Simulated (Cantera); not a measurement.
A freely propagating, adiabatic, planar premixed flame of 3.52 % CH₄, 3.45 % C₂H₆, 19.3 % O₂, 72.5 % N₂, 1.20 % CO₂, unburnt at 348 K and 32000 Pa; mixture-averaged transport, grid criteria slope 0.08 and curve 0.16, no radiation.

Model: GRI-Mech 3.0 (53 species, 325 reactions), integrated in Cantera. Burning velocities carry a grid error of a few per cent, more on coarse grids.

Problem. Predict: laminar burning velocity; thermal thickness; peak x(OH).

Solution. 
```json
{
 "laminar_burning_velocity": "60.2 cm/s",
 "thermal_thickness": "1.05 mm",
 "peak x(OH)": "0.00840"
}
```
